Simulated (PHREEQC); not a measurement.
# Polishing slurry liquid (model solution)

Consider water at 25 °C with 0.0013 mol TMAH, 1.7e-05 mol H4SiO4, 0.035 mol CuSO4 and 0.0006 mol H3PO4 per kg of water. Closed to the air; pH follows from the charge balance.

All values are PHREEQC results (ion-association model, wateq4f.dat), not measurements.

Precipitation was switched off in this run.

Problem. Predict the pH, ionic strength.

Solution. pH 5.31; ionic strength 0.0840 mol/kgw.

Problem. In which forms is P present?

Solution. H2PO4- 97 %, HPO4-2 2.5 % of the P.

The solution is supersaturated, for example in Brochantite, Antlerite, so a real one may precipitate; this is no full list. (CH3)4N+ isn't in the database: it is added as a free cation with an ion size of 4 Å. H3PO4, which wateq4f.dat lacks, is added to it with the constant of phreeqc.dat. The database has no phosphate complexes of Cu.
